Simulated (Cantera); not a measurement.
## Adiabatic ignition

An adiabatic, constant-pressure homogeneous reactor starts with CH₃OH : O₂ : N₂ = 1 : 1.88 : 7.05 (molar parts), at 1750 K and 0.630 bar.

Computed with Cantera and GRI-Mech 3.0 (53 species, 325 reactions). GRI-Mech 3.0 was tuned for natural gas; its chemistry of methanol as a main component is partial and can be far from experiment.

| t (s) | T (K) | x CH₃OH | x O₂ | x CH₃ | x C₂H₄ | x C₂H | x C₂H₆ |
|---|---|---|---|---|---|---|---|
| 2.00e-6 | 1750 | 0.100 | 0.189 | 6.02e-5 | 2.30e-8 | <1e-12 | 7.72e-9 |
| 5.52e-6 | 1750 | 0.0995 | 0.189 | 0.000128 | 2.09e-7 | <1e-12 | 1.13e-7 |
| 1.53e-5 | 1753 | 0.0955 | 0.186 | 0.000120 | 1.18e-6 | <1e-12 | 6.09e-7 |
| 4.21e-5 | 1847 | 0.0595 | 0.164 | 9.89e-5 | 2.75e-6 | 2.93e-11 | 5.48e-7 |
| 0.000116 | 2381 | <1e-12 | 0.0550 | <1e-12 | <1e-12 | <1e-12 | <1e-12 |
| 0.000321 | 2608 | <1e-12 | 0.0513 | <1e-12 | <1e-12 | <1e-12 | <1e-12 |
| 0.000887 | 2713 | <1e-12 | 0.0483 | <1e-12 | <1e-12 | <1e-12 | <1e-12 |
| 0.00245 | 2712 | <1e-12 | 0.0463 | <1e-12 | <1e-12 | <1e-12 | <1e-12 |
| 0.00676 | 2707 | <1e-12 | 0.0442 | <1e-12 | <1e-12 | <1e-12 | <1e-12 |
| 0.0187 | 2706 | <1e-12 | 0.0437 | <1e-12 | <1e-12 | <1e-12 | <1e-12 |
| 0.0516 | 2706 | <1e-12 | 0.0437 | <1e-12 | <1e-12 | <1e-12 | <1e-12 |
| 0.142 | 2706 | <1e-12 | 0.0437 | <1e-12 | <1e-12 | <1e-12 | <1e-12 |
| 0.393 | 2706 | <1e-12 | 0.0437 | <1e-12 | <1e-12 | <1e-12 | <1e-12 |
| 1.09 | 2706 | <1e-12 | 0.0437 | <1e-12 | <1e-12 | <1e-12 | <1e-12 |
| 3.00 | 2706 | <1e-12 | 0.0437 | <1e-12 | <1e-12 | <1e-12 | <1e-12 |
x: mole fraction; the columns are a selection and need not sum to one.

```yaml
time_of_steepest_temperature_rise: 59.7 µs
temperature at 3.00 s: 2706 K
equilibrium_temperature: 2706 K
x(CH₃OH) at 3.00 s: <1e-12 (gas-phase equilibrium <1e-12)
x(O₂) at 3.00 s: 0.0437 (gas-phase equilibrium 0.0437)
x(CH₃) at 3.00 s: <1e-12 (gas-phase equilibrium <1e-12)
```
